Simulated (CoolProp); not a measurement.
Vapour-liquid equilibrium of acetone (1) + p-xylene (2) at 381 kPa; x and y are mole fractions of (1).

Model: multi-fluid Helmholtz-energy mixture model, Lemmon 2006 and Zhou 2012; pair parameters Bell 2016, in CoolProp.

```
x     bubble temperature, mixture model (°C)  bubble temperature, Raoult's law (°C)  y, mixture model  y, Raoult's law
----  --------------------------------------  -------------------------------------  ----------------  ---------------
0.05                                   179.2                                  182.8        (withheld)            0.273
0.15                                   156.0                                  163.2             0.608            0.579
0.25                                   141.6                                  149.1             0.746            0.736
0.35                              (withheld)                                  138.2             0.821            0.827
0.45                              (withheld)                                  129.6             0.867            0.885
0.55                              (withheld)                                  122.5        (withheld)            0.923
0.65                              (withheld)                                  116.4             0.927            0.950
0.75                                   110.3                                  111.3             0.950            0.970
0.85                                   106.4                                  106.7        (withheld)            0.984
0.95                                   102.7                                  102.7        (withheld)            0.995
```

Fill in the missing entries.


- 0.05, y, mixture model: 0.299
- 0.35, bubble temperature, mixture model (°C): 131.9
- 0.45, bubble temperature, mixture model (°C): 124.8
- 0.55, bubble temperature, mixture model (°C): 119.2
- 0.55, y, mixture model: 0.901
- 0.65, bubble temperature, mixture model (°C): 114.5
- 0.85, y, mixture model: 0.971
- 0.95, y, mixture model: 0.990

The largest gap from Raoult's law is -7.5 K in bubble temperature, at x = 0.25. No azeotrope shows between x = 0.05 and 0.95.

The pair parameters rest on a limited set of measurements; away from them the model extrapolates.
